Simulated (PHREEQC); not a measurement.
Dissolve 0.086 mol/kgw NH4HF2, 7.4e-05 mol/kgw H2SiF6 and 0.00061 mol/kgw H2SO4 at 25 °C. Closed to the air; pH follows from the charge balance.

Equilibrium calculation in PHREEQC: ion-association model, phreeqc.dat.

Each row changes one thing in this solution. This is a speciation only: nothing precipitates in the calculation.

| case | pH | ionic strength (mol/kgw) | HF (mol/kgw) | F- (mol/kgw) | HF2- (mol/kgw) | SO4-2 (mol/kgw) |
|---|---|---|---|---|---|---|
| as made | 3.05 | 0.0874 | 0.0685 | 0.0679 | 0.0178 | 0.000419 |
| H2SiF6 replaced by HBF4 at the same molality | 3.05 | 0.0873 | 0.0684 | 0.0680 | 0.0178 | 0.000419 |
| temperature from 25 to 30 °C | 3.09 | 0.0873 | 0.0681 | 0.0674 | 0.0182 | 0.000420 |
| diluted 10-fold with water | 3.19 | 0.00936 | 0.00776 | 0.00890 | 0.000265 | 5.44e-5 |
| 0.0061 mol/kgw NH3 added | 3.12 | 0.0933 | 0.0626 | 0.0739 | 0.0177 | 0.000416 |
| diluted 5-fold with water | 3.14 | 0.0181 | 0.0157 | 0.0167 | 0.00101 | 0.000104 |
| H2SiF6 left out | 3.05 | 0.0873 | 0.0683 | 0.0680 | 0.0178 | 0.000419 |
| temperature from 25 to 55 °C | 3.29 | 0.0870 | 0.0673 | 0.0659 | 0.0194 | 0.000423 |
| H2SiF6 from 7.4e-05 to 0.000148 mol/kgw | 3.05 | 0.0875 | 0.0686 | 0.0678 | 0.0178 | 0.000419 |

Constants without temperature data keep their 25 °C values here. SiF6-2 is the database's only silicon fluoride.
